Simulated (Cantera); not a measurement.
A perfectly stirred reactor is fed with CH4 : H2O = 1 : 2.3 (molar parts), at 0.345 atm; it is held at 1775 K, and followed from long to short residence time.

Computed with Cantera and GRI-Mech 3.0 (53 species, 325 reactions).

Problem. What does this change do: H2O 2.3 to 0.95 parts?

Solution. 
```tsv
quantity	before	after
x(CH4) at τ = 4.70 s	0.00817	0.0127
x(H2O) at τ = 4.70 s	0.252	0.0650
x(H) at τ = 4.70 s	0.000363	0.000405
x(CO) at τ = 4.70 s	0.156	0.189
x(CH2CO) at τ = 4.70 s	3.45e-6	5.53e-6
x(CH4) at τ = 0.140 s	0.0401	0.0581
x(H2O) at τ = 0.140 s	0.420	0.243
x(H) at τ = 0.140 s	0.000297	0.000325
x(CO) at τ = 0.140 s	0.0631	0.0619
x(CH2CO) at τ = 0.140 s	5.88e-5	6.05e-5
```

Problem. What does this change do: H2O 2.3 to 5.3 parts?

Solution. 
```csv
quantity,before,after
x(CH4) at τ = 4.70 s,0.00817,0.00377
x(H2O) at τ = 4.70 s,0.252,0.498
x(H) at τ = 4.70 s,0.000363,0.000295
x(CO) at τ = 4.70 s,0.156,0.0861
x(CH2CO) at τ = 4.70 s,3.45e-6,1.11e-6
x(CH4) at τ = 0.140 s,0.0401,0.0242
x(H2O) at τ = 0.140 s,0.420,0.606
x(H) at τ = 0.140 s,0.000297,0.000250
x(CO) at τ = 0.140 s,0.0631,0.0440
x(CH2CO) at τ = 0.140 s,5.88e-5,3.95e-5
```
